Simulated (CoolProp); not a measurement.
Model: reference Helmholtz-energy equation of state, Gao 2022, in CoolProp.

Problem. Give the vapour pressure (MPa), liquid density (kg/m³), vapour density (kg/m³), liquid cp (kJ/(kg K)) of saturated n-perfluorohexane at 32.65, 64.05 °C.

Solution. 
```json
[
 {"T (°C)": "32.65", "p (MPa)": "0.0407", "liquid density (kg/m³)": "1650", "vapour density (kg/m³)": "5.59", "liquid cp (kJ/(kg K))": "1.06"},
 {"T (°C)": "64.05", "p (MPa)": "0.127", "liquid density (kg/m³)": "1560", "vapour density (kg/m³)": "16.6", "liquid cp (kJ/(kg K))": "1.11"}
]
```
